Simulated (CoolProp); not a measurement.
Properties of nitrous oxide along the isobar 1.01 bar.

The numbers come from the reference Helmholtz-energy equation of state, Lemmon 2006 in CoolProp. It is a short technical equation, of lower accuracy than the large ones.

```csv
T (°C),phase,density (kg/m³),isothermal compressibility (1/MPa)
-14.15,gas,2.082,9.986
1.95,gas,1.957,9.971
17.95,gas,1.847,9.960
34.05,gas,1.749,9.950
50.15,gas,1.661,9.943
66.15,gas,1.581,9.937
82.25,gas,1.509,9.932
98.35,gas,1.443,9.927
114.35,gas,1.383,9.924
130.45,gas,1.327,9.921
146.55,gas,1.276,9.918
162.55,gas,1.229,9.916
178.65,gas,1.185,9.914
194.75,gas,1.144,9.912
210.75,gas,1.106,9.911
226.85,gas,1.070,9.910
```
